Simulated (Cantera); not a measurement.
Feed: 1 mol C2H2, 0.99 mol H2O, 4 mol H2, equilibrated at 1802 °C and 10.0 mbar.

Cantera equilibrium calculation (NASA polynomials, part measured and part estimated; ideal gas, pure solids and liquids). Candidate condensed phases: C, C6H6, C7H8, C8H18, H2O; 110 gas species. The numbers say what is thermodynamically allowed, not how fast it happens.

Base state: H2 0.835, CO 0.140, H 0.0243, C2H2 (acetylene) 0.00104 (mole fractions); condensed: C(graphite).

**Question.** What changes in the equilibrium state with this change: temperature from 1802 °C to 1400 °C?

**Answer.** 
```csv
species,before,after
H2,0.835,0.857
CO,0.140,0.142
H,0.0243,0.00106
C2H2 (acetylene),0.00104,4.89e-5
"C(graphite), mol",0.995,1.01
```
